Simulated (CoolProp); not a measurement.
The numbers come from the reference Helmholtz-energy equation of state, Lemmon 2022 in CoolProp.

Problem. Give the vapour pressure (kPa), enthalpy of vaporisation (kJ/kg), liquid cp (kJ/(kg K)), surface tension (mN/m) of saturated R1234yf at 261.3, 289.3 K.

Solution. 
```tsv
T (K)	p (kPa)	enthalpy of vaporisation (kJ/kg)	liquid cp (kJ/(kg K))	surface tension (mN/m)
261.3	207	171	1.26	11.2
289.3	528	152	1.36	7.29
```

Surface tension comes from a separate correlation (Mulero 2012).
